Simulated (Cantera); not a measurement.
A Cantera script and its output.

```python
import numpy as np
import cantera as ct

gas = ct.Solution("gri30.yaml")
gas.TPX = 1400, 38, {'C2H6': 1, 'N2': 1.6}
inlet = ct.Reservoir(gas, clone=True)

reactor = ct.IdealGasConstPressureReactor(gas, energy="off", clone=False)
exhaust = ct.Reservoir(gas, clone=True)
tau = [0.61, 0.18, 0.053, 0.016, 0.0046, 0.0014, 0.0004, 0.00012][0]
for a, b in ((inlet, reactor), (reactor, exhaust)):
    ct.MassFlowController(a, b, mdot=lambda t: reactor.mass / tau)
net = ct.ReactorNet([reactor])
show = ['C2H6', 'CH2', 'H2', 'C2H4', 'C2H2', 'HCN']

rows = []
print(f"{'tau/s':>10s}{'T/K':>9s}" + "".join(f"{s:>11s}" for s in show))
for tau in [0.61, 0.18, 0.053, 0.016, 0.0046, 0.0014, 0.0004, 0.00012]:
    net.initial_time = 0.0
    net.advance(30 * tau)
    before = gas.X
    net.advance(40 * tau)
    drift = np.max(np.abs(gas.X - before) / (gas.X + 1e-9))
    rows.append([gas.T, *gas[show].X, drift])
    print(f"{tau:10.3e}{gas.T:9.1f}" + "".join(f"{x:11.3e}" for x in gas[show].X))
```

Result:

```
     tau/s      T/K       C2H6        CH2         H2       C2H4       C2H2        HCN
 6.100e-01   1400.0  4.150e-02  3.722e-06  1.681e-01  9.164e-02  7.531e-02  3.723e-08
 1.800e-01   1400.0  1.145e-01  5.521e-06  1.166e-01  1.074e-01  3.063e-02  2.197e-08
 5.300e-02   1400.0  2.474e-01  5.292e-06  5.887e-02  6.668e-02  5.272e-03  1.052e-08
 1.600e-02   1400.0  3.511e-01  2.372e-06  1.377e-02  1.554e-02  1.988e-04  3.181e-09
 4.600e-03   1400.0  3.800e-01  4.302e-07  1.123e-03  1.170e-03  1.091e-06  1.871e-10
 1.400e-03   1400.0  3.838e-01  3.601e-08  4.062e-05  4.255e-05  2.394e-09  3.652e-13
 4.000e-04   1400.0  3.844e-01  1.252e-09  8.791e-07  1.045e-06  6.950e-12  1.055e-16
 1.200e-04   1400.0  3.846e-01  3.712e-11  2.207e-08  2.939e-08  5.040e-14  8.042e-19
```

Cantera simulation using GRI-Mech 3.0 (53 species, 325 reactions); the numbers are that mechanism's predictions, not measurements. GRI-Mech 3.0 stops at C3 and has no aromatics, soot or wall deposition, so with more carbon than oxygen in the feed, carbon stays in small species such as C2H2 where larger ones or solid carbon would form. Radical loss at walls, strong at low pressure, is not modelled.
